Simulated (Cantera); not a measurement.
Charge: 1 mol CH4, 0.09 mol NH3, 28 mol H2, equilibrated at 7.50 Torr.

Cantera equilibrium calculation (NASA polynomials, part measured and part estimated; ideal gas, pure solids and liquids). Candidate condensed phases: C, C6H6, C7H8, C8H18; 92 gas species. The numbers say what is thermodynamically allowed, not how fast it happens.

Problem. Which condensed phases are stable at each of these points (T (K)): 548, 748, 948, 1148, 1348, 1548, 1748, 1948, 2148, 2348, 2548, 2748, 2948?

Solution. 
```json
[
 {"T (K)": "548", "condensed phases": "gas only", "C condensed (%)": "0.0"},
 {"T (K)": "748", "condensed phases": "C(graphite)", "C condensed (%)": "9.2"},
 {"T (K)": "948", "condensed phases": "C(graphite)", "C condensed (%)": "94.9"},
 {"T (K)": "1148", "condensed phases": "C(graphite)", "C condensed (%)": "99.3"},
 {"T (K)": "1348", "condensed phases": "C(graphite)", "C condensed (%)": "99.8"},
 {"T (K)": "1548", "condensed phases": "C(graphite)", "C condensed (%)": "99.7"},
 {"T (K)": "1748", "condensed phases": "C(graphite)", "C condensed (%)": "98.7"},
 {"T (K)": "1948", "condensed phases": "C(graphite)", "C condensed (%)": "95.4"},
 {"T (K)": "2148", "condensed phases": "C(graphite)", "C condensed (%)": "86.0"},
 {"T (K)": "2348", "condensed phases": "C(graphite)", "C condensed (%)": "64.6"},
 {"T (K)": "2548", "condensed phases": "C(graphite)", "C condensed (%)": "23.7"},
 {"T (K)": "2748", "condensed phases": "gas only", "C condensed (%)": "0.0"},
 {"T (K)": "2948", "condensed phases": "gas only", "C condensed (%)": "0.0"}
]
```

At 548 K nothing is condensed. From 748 K to 2548 K the condensed part is C(graphite). From 2748 K to 2948 K nothing is condensed.
